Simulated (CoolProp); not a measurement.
Vapour-liquid equilibrium of dimethyl ether (1) + isobutane (2) at 355.5 K; x and y are mole fractions of (1).

The numbers come from the multi-fluid Helmholtz-energy mixture model, Wu 2011 and Bücker 2006; pair parameters Bell 2016 in CoolProp.

Problem. Give the bubble pressure and the first vapour's composition at x = 0.2, 0.35, 0.8. Is there an azeotrope?

Solution. x = 0.2: 17.12 bar, y = 0.289; x = 0.35: 18.96 bar, y = 0.447; x = 0.8: 22.65 bar, y = 0.825. No azeotrope shows between x = 0.05 and 0.95.

Pair parameters are fitted to limited data, so mixtures are less certain than the pure fluids.
